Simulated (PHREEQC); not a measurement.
# Silver or lead bath

Consider water at 90 °C with 0.53 mmol/kgw Ag2SO4, 0.11 mmol/kgw HNO3, 1.4 mmol/kgw Zn(NO3)2 and 0.017 mmol/kgw Cu(NO3)2. Closed to the air; pH follows from the charge balance.

Equilibrium calculation in PHREEQC: ion-association model, wateq4f.dat.

This is a speciation only: nothing precipitates in the calculation.

Problem. What pH does the model give?

Solution. pH 4.05.

Problem. In which forms is Zn present?

Solution. Zn+2 93 %, ZnSO4 6.7 % of the Zn.

Constants without temperature data keep their 25 °C values here.
